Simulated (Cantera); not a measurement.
Thermodynamics of carbon deposition, reforming and gasification, feed C2H2 + NH3 + N2

Charge: 1 mol C2H2, 1.1 mol NH3, a varied amount of N2, equilibrated at 2973 K and 6000000 Pa.

Equilibrium computed with Cantera from the NASA thermochemical tables; the gas is ideal and each condensed phase is pure. Candidate condensed phases: C, C6H6, C7H8, C8H18; 92 gas species. The ideal-gas law is rough above about 30 bar. Equilibrium is a limit: real reactors are often held back by kinetics, nucleation or transport.

```tsv
n(N2) (mol)	x N2	x H2	x HCN	x C2H2 (acetylene)	x HNC	x H	n C(graphite)
1.4	0.373	0.486	0.0812	0.0279	0.0150	0.0131	1.27
2.1	0.448	0.415	0.0823	0.0239	0.0152	0.0121	1.20
3.1	0.528	0.343	0.0811	0.0197	0.0150	0.0110	1.11
4.6	0.611	0.270	0.0775	0.0155	0.0143	0.00974	1.01
6.9	0.692	0.202	0.0713	0.0116	0.0132	0.00843	0.873
10	0.758	0.149	0.0641	0.00857	0.0118	0.00724	0.727
15	0.818	0.103	0.0554	0.00592	0.0102	0.00602	0.537
23	0.868	0.0671	0.0460	0.00386	0.00850	0.00486	0.301
34	0.903	0.0439	0.0380	0.00253	0.00702	0.00393	0.0472
```
x: gas mole fraction; n: condensed amount in mol.

From 1.4 mol N2 to 34 mol N2 the condensed part is C(graphite). The main C-bearing gas is HCN throughout. The share of C in condensed phases is highest at 1.4 mol N2 (63.3 %) and lowest at 34 mol N2 (2.4 %).
